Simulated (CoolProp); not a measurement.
The numbers come from the reference Helmholtz-energy equation of state, Gedanitz 2015 in CoolProp.

Give the vapour pressure (kPa), liquid density (kg/m³), surface tension (mN/m), vapour viscosity (µPa s) of saturated cyclopentane at 274.5, 281, 294 K.


```json
[
 {"T (K)": "274.5", "p (kPa)": "15.2", "liquid density (kg/m³)": "763", "surface tension (mN/m)": "25.3", "vapour viscosity (µPa s)": "6.76"},
 {"T (K)": "281", "p (kPa)": "20.5", "liquid density (kg/m³)": "757", "surface tension (mN/m)": "24.3", "vapour viscosity (µPa s)": "6.93"},
 {"T (K)": "294", "p (kPa)": "35.9", "liquid density (kg/m³)": "744", "surface tension (mN/m)": "22.4", "vapour viscosity (µPa s)": "7.26"}
]
```

Viscosity comes from a separate model (Chung 1988), a generic estimate that can be far off for the liquid and wasn't checked against measurements. Surface tension comes from a separate correlation (Mulero 2014).
